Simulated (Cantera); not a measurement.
A freely propagating, adiabatic, planar premixed flame of H2 : O2 : N2 : H2O = 1 : 0.312 : 1.17 : 0.22 (molar parts), equivalence ratio 1.6, unburnt at 550 K and 100.0 Torr; mixture-averaged transport, grid criteria slope 0.08 and curve 0.16, no radiation.

Computed with Cantera and the H2/O2 subset of GRI-Mech 3.0, which has no nitrogen chemistry. Burning velocities carry a grid error of a few per cent, more on coarse grids.

What does this change do: O2 0.312 to 0.24 parts?


```csv
quantity,before,after
laminar burning velocity,561 cm/s,462 cm/s
thermal thickness,5.78 mm,5.92 mm
peak x(OH),0.00880,0.00274
peak x(O),0.00616,0.00286
peak x(HO2),7.86e-5,6.38e-5
```

What does this change do: inlet temperature 550 to 698 K?


```
quantity                    before     after
------------------------  --------  --------
laminar burning velocity  561 cm/s  891 cm/s
thermal thickness          5.78 mm   6.72 mm
peak x(OH)                 0.00880    0.0109
peak x(O)                  0.00616   0.00725
peak x(HO2)                7.86e-5   4.62e-5
```

What does this change do: inlet temperature 550 to 525 K?


| quantity | before | after |
|---|---|---|
| laminar burning velocity | 561 cm/s | 518 cm/s |
| thermal thickness | 5.78 mm | 5.67 mm |
| peak x(OH) | 0.00880 | 0.00843 |
| peak x(O) | 0.00616 | 0.00596 |
| peak x(HO2) | 7.86e-5 | 8.62e-5 |
